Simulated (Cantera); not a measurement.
**Premixed flame**

A freely propagating, adiabatic, planar premixed flame of CH4 : O2 : N2 = 1 : 2 : 5.85 (molar parts), equivalence ratio 1.0, unburnt at 600 K and 2.47 atm; mixture-averaged transport, grid criteria slope 0.08 and curve 0.16, no radiation.

Model: GRI-Mech 3.0 (53 species, 325 reactions), integrated in Cantera. Burning velocities carry a grid error of a few per cent, more on coarse grids.

| z (mm) | T (K) | u (m/s) | x CH4 | x O2 | x CH3 | x H2O2 | x C2H2 | x C2H |
|---|---|---|---|---|---|---|---|---|
| -0.364 | 600 | 1.45 | 0.113 | 0.226 | 3.16e-8 | 1.41e-8 | <1e-8 | <1e-8 |
| -0.243 | 602 | 1.46 | 0.112 | 0.225 | 3.71e-7 | 1.87e-7 | 4.49e-8 | <1e-8 |
| -0.182 | 609 | 1.48 | 0.112 | 0.224 | 1.81e-6 | 9.60e-7 | 2.88e-7 | <1e-8 |
| -0.121 | 666 | 1.62 | 0.107 | 0.219 | 1.59e-5 | 6.79e-6 | 3.20e-6 | <1e-8 |
| -0.0607 | 1073 | 2.66 | 0.0777 | 0.183 | 0.000558 | 2.94e-5 | 4.80e-5 | <1e-8 |
| -0.0303 | 1526 | 3.83 | 0.0434 | 0.136 | 0.00288 | 1.51e-5 | 0.000147 | 2.07e-8 |
| 0 | 1956 | 4.97 | 0.0111 | 0.0803 | 0.00346 | 3.37e-6 | 0.000265 | 7.57e-7 |
| 0.0303 | 2153 | 5.47 | 0.000976 | 0.0460 | 0.000604 | 8.80e-7 | 6.49e-5 | 6.85e-7 |
| 0.0607 | 2214 | 5.60 | 4.30e-5 | 0.0330 | 3.26e-5 | 5.32e-7 | 2.92e-6 | 4.69e-8 |
| 0.121 | 2282 | 5.74 | 7.83e-8 | 0.0260 | 6.94e-8 | 4.44e-7 | <1e-8 | <1e-8 |
| 0.243 | 2365 | 5.91 | <1e-8 | 0.0221 | <1e-8 | 3.72e-7 | <1e-8 | <1e-8 |
| 0.485 | 2453 | 6.10 | <1e-8 | 0.0186 | <1e-8 | 3.25e-7 | <1e-8 | <1e-8 |
| 0.971 | 2523 | 6.24 | <1e-8 | 0.0157 | <1e-8 | 3.10e-7 | <1e-8 | <1e-8 |
x: mole fraction of selected species; z is measured from the peak of heat release.

```yaml
laminar_burning_velocity: 145 cm/s
thermal_thickness: 0.121 mm
peak x(CH3): 0.00406
peak x(H2O2): 2.99e-5
peak x(C2H2): 0.000268
peak x(C2H): 1.14e-6
```
